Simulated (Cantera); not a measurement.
What does this Cantera script print?

```python
import numpy as np
import cantera as ct

gas_names = """
    B BCL BCL2 BCL3 BH BH2 BH3 BO BOCL BO2 B2 B2O B2O2 B2O3 B3O3CL3 B3O3H3 CL CLO CL2 H HBO HBO2 HCL
    HOCL HO2 H2 H2O H2O2 H3B3O6 O OH O2 O3
""".split()
cond_names = """
    B(b) B(L) B2O3(L) B3O3H3(cr) H2O(s) H2O(L)
""".split()


# ... load() reads the species with a 1 bar reference pressure and builds the phases ...
atoms = {
    'BCl3': {'B': 1, 'CL': 3},
    'H2': {'H': 2},
    'O2': {'O': 2},
}
top_T = {}  # K; cautious upper limits of use, not melting points


# ... equilibrate(T, P, feed) seeds the gas with the atoms and calls Mixture.equilibrate('TP', solver="vcs", rtol=1e-11, max_steps=5000) ...
results = []
feed = {'BCl3': 1, 'H2': 56, 'O2': 0.27}  # mol
for P in [10, 25, 63, 160, 400, 1000, 2500, 6300, 16000, 40000, 100000]:
    for T in [1623, 1673, 1723, 1773, 1823, 1873, 1923, 1973, 2023]:
        mix = equilibrate(T, P, feed)
        results.append((T, P, feed, dict(zip(mix.species_names, mix.species_moles))))

for T, P, feed, n in results:
    print(f"{T:7g} {P:10.4g}  " + (" + ".join(c for c in cond_names if n.get(c, 0) > 1e-12) or "gas only"))
```

Result:

```
   1623         10  B(b)
   1673         10  B(b)
   1723         10  gas only
   1773         10  gas only
   1823         10  gas only
   1873         10  gas only
   1923         10  gas only
   1973         10  gas only
   2023         10  gas only
   1623         25  B(b)
   1673         25  B(b)
   1723         25  B(b)
   1773         25  gas only
   1823         25  gas only
   1873         25  gas only
   1923         25  gas only
   1973         25  gas only
   2023         25  gas only
   1623         63  B(b)
   1673         63  B(b)
   1723         63  B(b)
   1773         63  B(b)
   1823         63  gas only
   1873         63  gas only
   1923         63  gas only
   1973         63  gas only
   2023         63  gas only
   1623        160  B(b)
   1673        160  B(b)
   1723        160  B(b)
   1773        160  B(b)
   1823        160  B(b)
   1873        160  gas only
   1923        160  gas only
   1973        160  gas only
   2023        160  gas only
   1623        400  B(b)
   1673        400  B(b)
   1723        400  B(b)
   1773        400  B(b)
   1823        400  B(b)
   1873        400  B(b)
   1923        400  gas only
   1973        400  gas only
   2023        400  gas only
   1623       1000  B(b)
   1673       1000  B(b)
   1723       1000  B(b)
   1773       1000  B(b)
   1823       1000  B(b)
   1873       1000  B(b)
   1923       1000  B(b)
   1973       1000  gas only
   2023       1000  gas only
   1623       2500  B(b)
   1673       2500  B(b)
   1723       2500  B(b)
   1773       2500  B(b)
   1823       2500  B(b)
   1873       2500  B(b)
   1923       2500  B(b)
   1973       2500  B(b)
   2023       2500  gas only
   1623       6300  B(b)
   1673       6300  B(b)
   1723       6300  B(b)
   1773       6300  B(b)
   1823       6300  B(b)
   1873       6300  B(b)
   1923       6300  B(b)
   1973       6300  B(b)
   2023       6300  B(b)
   1623    1.6e+04  B(b)
   1673    1.6e+04  B(b)
   1723    1.6e+04  B(b)
   1773    1.6e+04  B(b)
   1823    1.6e+04  B(b)
   1873    1.6e+04  B(b)
   1923    1.6e+04  B(b)
   1973    1.6e+04  B(b)
   2023    1.6e+04  B(b)
   1623      4e+04  B(b)
   1673      4e+04  B(b)
   1723      4e+04  B(b)
   1773      4e+04  B(b)
   1823      4e+04  B(b)
   1873      4e+04  B(b)
   1923      4e+04  B(b)
   1973      4e+04  B(b)
   2023      4e+04  B(b)
   1623      1e+05  B(b)
   1673      1e+05  B(b)
   1723      1e+05  B(b)
   1773      1e+05  B(b)
   1823      1e+05  B(b)
   1873      1e+05  B(b)
   1923      1e+05  B(b)
   1973      1e+05  B(b)
   2023      1e+05  B(b)
```

Equilibrium computed with Cantera from the NASA thermochemical tables; the gas is ideal and each condensed phase is pure. The tables' values for BCl2 are old estimates.
